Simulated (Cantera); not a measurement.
A perfectly stirred reactor is fed with 20.0 % CH4, 80.0 % N2, at 5.33 Torr; it is held at 1825 K, and followed from long to short residence time.

Model: GRI-Mech 3.0 (53 species, 325 reactions), integrated in Cantera. GRI-Mech 3.0 stops at C3 and has no aromatics, soot or wall deposition, so with more carbon than oxygen in the feed, carbon stays in small species such as C2H2 where larger ones or solid carbon would form. Radical loss at walls, strong at low pressure, is not modelled.

x: mole fraction; the columns are a selection and need not sum to one.

```json
[
 {"τ (s)": "15", "x CH4": "0.00407", "x H2": "0.244", "x C2H6": "1.72e-7", "x C2H": "3.78e-6", "x C2H4": "2.03e-5"},
 {"τ (s)": "4.3", "x CH4": "0.0102", "x H2": "0.236", "x C2H6": "7.08e-7", "x C2H": "2.77e-6", "x C2H4": "7.85e-5"},
 {"τ (s)": "1.2", "x CH4": "0.0238", "x H2": "0.218", "x C2H6": "2.64e-6", "x C2H": "2.03e-6", "x C2H4": "0.000317"},
 {"τ (s)": "0.35", "x CH4": "[?]", "x H2": "[?]", "x C2H6": "[?]", "x C2H": "[?]", "x C2H4": "[?]"},
 {"τ (s)": "0.098", "x CH4": "[?]", "x H2": "[?]", "x C2H6": "1.83e-5", "x C2H": "[?]", "x C2H4": "[?]"},
 {"τ (s)": "0.028", "x CH4": "0.160", "x H2": "0.0426", "x C2H6": "1.83e-5", "x C2H": "1.74e-7", "x C2H4": "0.00532"},
 {"τ (s)": "0.0079", "x CH4": "0.196", "x H2": "0.00302", "x C2H6": "3.27e-6", "x C2H": "5.30e-9", "x C2H4": "0.000714"},
 {"τ (s)": "0.0022", "x CH4": "0.199", "x H2": "0.000306", "x C2H6": "2.31e-7", "x C2H": "5.48e-11", "x C2H4": "1.99e-5"},
 {"τ (s)": "0.00064", "x CH4": "0.200", "x H2": "7.59e-5", "x C2H6": "1.27e-8", "x C2H": "<1e-12", "x C2H4": "4.81e-7"}
]
```

### Question
Complete the blanks.

### Answer

- 0.35, x CH4: 0.0493
- 0.35, x H2: 0.185
- 0.35, x C2H6: 7.97e-6
- 0.35, x C2H: 1.43e-6
- 0.35, x C2H4: 0.00113
- 0.098, x CH4: 0.0949
- 0.098, x H2: 0.125
- 0.098, x C2H: 7.95e-7
- 0.098, x C2H4: 0.00346
